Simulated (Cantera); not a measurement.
Feed: 1 mol SiCl4, 0.18 mol HCl, 86 mol H2, 0.0072 mol C3H8, at 3.40 mbar.

Method: chemical equilibrium by Gibbs-energy minimisation in Cantera with the NASA 1993 tables (ideal gas, pure condensed phases). Candidate condensed phases: C, C6H6, C7H8, C8H18, Si, SiC; 109 gas species. Mutual solubility and eutectic melting of coexisting phases are not modelled. The tables' values for SiCl are old estimates; treat these amounts as uncertain. Gases not in the tables: Si2H6 and higher silanes. Rates play no part. All values below are at 1873 K.

Base state: H2 0.944, HCl 0.0378, H 0.0108, SiCl2 0.00425, Si 0.00259, SiCl 0.000336, Cl 0.000326, SiH 0.000137 (mole fractions); condensed: Si(l) + SiC(s).

Problem. What changes in the equilibrium state with this change: pressure from 3.40 mbar to 1.90 mbar?

Solution. 
```json
[
 {"species": "H2", "before": "0.944", "after": "0.938"},
 {"species": "HCl", "before": "0.0378", "after": "0.0375"},
 {"species": "H", "before": "0.0108", "after": "0.0143"},
 {"species": "Si", "before": "0.00259", "after": "0.00464"},
 {"species": "Si2C", "before": "3.99e-5", "after": "7.15e-5"},
 {"species": "Si2", "before": "1.94e-5", "after": "3.46e-5"},
 {"species": "SiH", "before": "0.000137", "after": "0.000183"},
 {"species": "Cl", "before": "0.000326", "after": "0.000434"},
 {"species": "SiCl", "before": "0.000336", "after": "0.000447"},
 {"species": "Si(l), mol", "before": "0.315", "after": "0.113"},
 {"species": "SiC(s), mol", "before": "0.0180", "after": "0.0151"}
]
```
